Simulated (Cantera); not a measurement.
An adiabatic, constant-pressure homogeneous reactor starts with C3H8 : O2 : N2 = 1 : 2.5 : 9.25 (molar parts), at 1375 K and 0.450 bar.

Detailed kinetics in Cantera: GRI-Mech 3.0 (53 species, 325 reactions). GRI-Mech 3.0 was tuned for natural gas; its chemistry of propane as a main component is partial and can be far from experiment.

Q: Predict: time of steepest temperature rise; temperature at 3.00 s; equilibrium temperature; x(O2) at 3.00 s; x(HCO) at 3.00 s; x(CH2O) at 3.00 s.

A: 
```
Property                                                            Result
---------------------------------  ---------------------------------------
time of steepest temperature rise                                 0.555 ms
temperature at 3.00 s                                               2466 K
equilibrium temperature                                             2466 K
x(O2) at 3.00 s                    3.06e-5 (gas-phase equilibrium 3.06e-5)
x(HCO) at 3.00 s                   1.32e-7 (gas-phase equilibrium 1.32e-7)
x(CH2O) at 3.00 s                  4.04e-9 (gas-phase equilibrium 4.04e-9)
```
